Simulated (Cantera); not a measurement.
A closed system holds: 1 mol CH3SiH3, 0.041 mol C3H8, 1.3 mol H2, at 2275 K.

Method: chemical equilibrium by Gibbs-energy minimisation in Cantera with the NASA 1993 tables (ideal gas, pure condensed phases). Candidate condensed phases: C, C6H6, C7H8, C8H18, Si, SiC; 87 gas species. The feed counts by its element totals alone. Gases not in the tables: Si2H6 and higher silanes. Equilibrium is a limit: real reactors are often held back by kinetics, nucleation or transport.

### Question
What share of the Si ends up in condensed phases as a function of P (Pa), at 100, 320, 1000, 3200, 10000, 32000, 100000?

### Answer
```csv
P (Pa),Si condensed (%),as
100,25.4,SiC(s)
320,79.7,SiC(s)
1000,93.8,SiC(s)
3200,98.0,SiC(s)
10000,99.3,SiC(s)
32000,99.8,SiC(s)
100000,99.9,SiC(s)
```
